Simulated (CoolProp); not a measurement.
Vapour-liquid equilibrium of fluoroethane (R161) (1) + R227EA (2) at 260.1 K; x and y are mole fractions of (1).

Model: multi-fluid Helmholtz-energy mixture model, Wu 2012 and Lemmon 2016; pair parameters Bell 2016, in CoolProp.

### Question
Give the bubble pressure and the first vapour's composition at x = 0.125, 0.2, 0.725. Is there an azeotrope?

### Answer
x = 0.125: 1.208 bar, y = 0.168; x = 0.2: 1.268 bar, y = 0.289; x = 0.725: 2.199 bar, y = 0.885. No azeotrope shows between x = 0.05 and 0.95.

The pair parameters rest on a limited set of measurements; away from them the model extrapolates.
